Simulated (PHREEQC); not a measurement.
# Alkaline etch or developer

Make-up at 68 °C: 0.014 mol TMAH, 0.00065 mol H3BO3 and 6.6e-05 mol Na2CO3 per kg of water. Closed to the air; pH follows from the charge balance.

All values are PHREEQC results (ion-association model, phreeqc.dat), not measurements.

No solid was allowed to form.

Task: What pH does the model give?

Result: pH 10.90.

Task: In which forms is C present?

Result: CO3-2 89 %, HCO3- 10 %, NaCO3- 0.9 % of the C.

Complexes and solids missing from the database can't appear. (CH3)4N+ isn't in the database: it is added as a free cation with an ion size of 4 Å. Away from 25 °C the constants follow the database's enthalpies or fits; those with neither stay at their 25 °C values.
